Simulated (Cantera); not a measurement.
Input (Python, Cantera) and output of one run.

```python
import numpy as np
import cantera as ct

gas_names = """
    H H2 N NH NH2 NH3 N2 N2H2 N2H4 Si SiH SiH2 SiH3 SiH4 SiN Si2 Si2N Si3
""".split()
cond_names = """
    Si(cr) Si(L) Si3N4(a)
""".split()


# ... load() reads the species with a 1 bar reference pressure and builds the phases ...
atoms = {
    'trisilylamine': {'Si': 3, 'N': 1, 'H': 9},
    'NH3': {'N': 1, 'H': 3},
}
top_T = {'Si3N4(a)': 2400}  # K; cautious upper limits of use, not melting points


# ... equilibrate(T, P, feed) seeds the gas with the atoms and calls Mixture.equilibrate('TP', solver="vcs", rtol=1e-11, max_steps=5000) ...
results = []
feed = {'trisilylamine': 1, 'NH3': 10}  # mol
P = 7700  # Pa
for T in [773, 873, 973, 1073, 1173, 1273, 1373, 1473, 1573, 1673, 1773, 1873]:
    mix = equilibrate(T, P, feed)
    results.append((T, P, feed, dict(zip(mix.species_names, mix.species_moles))))

top = {s: max(r[3][s] / sum(r[3][g] for g in gas_names) for r in results) for s in gas_names}
cols = sorted((s for s in top if top[s] > 1e-05), key=lambda s: -top[s])[:8]
seen = [c for c in cond_names if any(r[3].get(c, 0) > 1e-12 for r in results)]
print("log10 of partial pressures in bar; condensed amounts in mol")
print(f"{'T/K':>10s}" + "".join(f"{s[:9]:>10s}" for s in cols + seen))
for T, P, feed, n in results:
    ng = sum(n[g] for g in gas_names)
    print(f"{T:10.4g}" + "".join(f"{np.log10(max(n[s] / ng * P / 1e5, 1e-99)):10.3f}" for s in cols)
          + "".join(f"{n.get(c, 0):10.4g}" for c in seen))
```

It prints:

```
log10 of partial pressures in bar; condensed amounts in mol
       T/K        H2        N2         H        Si       NH3      SiH2       SiH     Si(L)  Si3N4(a)
       773    -1.185    -1.931   -12.635   -32.355    -5.146   -24.645   -29.939         0         1
       873    -1.185    -1.931   -10.923   -26.952    -5.563   -20.845   -25.124         0         1
       973    -1.185    -1.931    -9.559   -22.665    -5.899   -17.828   -21.304         0         1
      1073    -1.185    -1.931    -8.446   -19.181    -6.175   -15.375   -18.203         0         1
      1173    -1.185    -1.931    -7.521   -16.296    -6.406   -13.343   -15.636         0         1
      1273    -1.185    -1.931    -6.739   -13.869    -6.602   -11.633   -13.477         0         1
      1373    -1.185    -1.931    -6.070   -11.799    -6.770   -10.174   -11.637         0         1
      1473    -1.185    -1.931    -5.490   -10.014    -6.916    -8.916   -10.051         0         1
      1573    -1.185    -1.931    -4.983    -8.459    -7.043    -7.820    -8.670         0         1
      1673    -1.185    -1.931    -4.536    -7.093    -7.155    -6.857    -7.458         0         1
      1773    -1.186    -1.931    -4.139    -5.884    -7.254    -6.006    -6.385         0    0.9997
      1873    -1.223    -1.772    -3.801    -5.055    -7.318    -5.532    -5.697     2.995         0
```

Equilibrium computed with Cantera from the NASA thermochemical tables; the gas is ideal and each condensed phase is pure. The feed counts by its element totals alone. Gases not in the tables: Si2H6 and higher silanes.
